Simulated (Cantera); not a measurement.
Gas mixture: 25.1 % CO, 35.5 % N2, 39.4 % C2H6, at 5.00 bar, frozen composition.

Cantera's kinetic-theory transport with the Lennard-Jones parameters of GRI-Mech 3.0, ideal gas; thermal conductivity in the multicomponent form. The composition is frozen, though it would react at the higher temperatures.

D: mixture-averaged diffusion coefficient of that species in the mixture.

```
T (K)  ρ (kg/m³)  cp (J/kg/K)  μ (µPa s)  λ (mW/m/K)     Pr  D (cm²/s) NO  D (cm²/s) CH3  D (cm²/s) H
-----  ---------  -----------  ---------  ----------  -----  ------------  -------------  -----------
400         4.33         1507       17.3        33.8  0.772        0.0596         0.0658        0.350
600         2.89            …          …           …  0.786             …              …            …
800         2.17         2140       29.0        78.4  0.791         0.196          0.220         1.17
1000        1.73         2369       33.8         101  0.794         0.286          0.321         1.71
1200        1.44         2541          …           …  0.795             …              …            …
1400        1.24         2675       42.4         142  0.796         0.501          0.565         3.01
```

Problem. Fill in the missing entries.

Solution. 
- 600, cp (J/kg/K): 1857
- 600, μ (µPa s): 23.6
- 600, λ (mW/m/K): 55.7
- 600, D (cm²/s) NO: 0.120
- 600, D (cm²/s) CH3: 0.134
- 600, D (cm²/s) H: 0.715
- 1200, μ (µPa s): 38.3
- 1200, λ (mW/m/K): 122
- 1200, D (cm²/s) NO: 0.388
- 1200, D (cm²/s) CH3: 0.436
- 1200, D (cm²/s) H: 2.32
